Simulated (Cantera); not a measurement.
TiO₂ + CH₄ + H₂ (carbothermic reduction)

A closed system holds: 1 mol TiO₂, 0.46 mol CH₄, 3.5 mol H₂, at 750 Torr.

Equilibrium computed with Cantera from the NASA thermochemical tables; the gas is ideal and each condensed phase is pure. Candidate condensed phases: C, C₆H₆, C₇H₈, C₈H₁₈, H₂O, Ti, TiC, TiO, TiO₂, Ti₂O₃, Ti₃O₅, Ti₄O₇; 113 gas species. Mutual solubility and eutectic melting of coexisting phases are not modelled. TiC: taken at fixed stoichiometry. Condensed phases not in the tables: Magnéli phases beyond Ti₄O₇. Equilibrium is a limit: real reactors are often held back by kinetics, nucleation or transport.

At 927 °C the condensed part is C(graphite) + TiO₂(rutile) + Ti₄O₇(s). At 977 °C the condensed part is C(graphite) + Ti₄O₇(s). At 1027 °C the condensed part is C(graphite) + Ti₃O₅(s) + Ti₄O₇(s). From 1077 °C to 1127 °C the condensed part is C(graphite) + Ti₃O₅(s). At 1177 °C the condensed part is TiC(s) + Ti₃O₅(s). At 1227 °C the condensed part is Ti₂O₃(s) + Ti₃O₅(s).

```csv
T (°C),x H₂,x CO,x CH₄,x H₂O,x CO₂,x H,n C(graphite),n TiO₂(rutile),n Ti₄O₇(s),n Ti₃O₅(s),n TiC(s),n Ti₂O₃(s)
927,0.944,0.0410,0.0141,0.00100,3.17e-5,1.92e-7,0.210,0.236,0.191,0,0,0
977,0.936,0.0533,0.00964,0.000751,2.73e-5,4.68e-7,0.169,0,0.250,0,0,0
1027,0.927,0.0654,0.00676,0.000553,2.21e-5,1.07e-6,0.121,0,0.0697,0.240,0,0
1077,0.925,0.0701,0.00493,0.000371,1.43e-5,2.29e-6,0.105,0,0,0.333,0,0
1127,0.926,0.0701,0.00370,0.000242,8.44e-6,4.68e-6,0.110,0,0,0.333,0,0
1177,0.913,0.0842,0.00215,0.000246,9.55e-6,9.04e-6,0,0,0,0.319,0.0441,0
1227,0.905,0.0934,0.000993,0.000308,1.23e-5,1.67e-5,0,0,0,0.0866,0,0.370
```
x: gas mole fraction; n: condensed amount in mol.
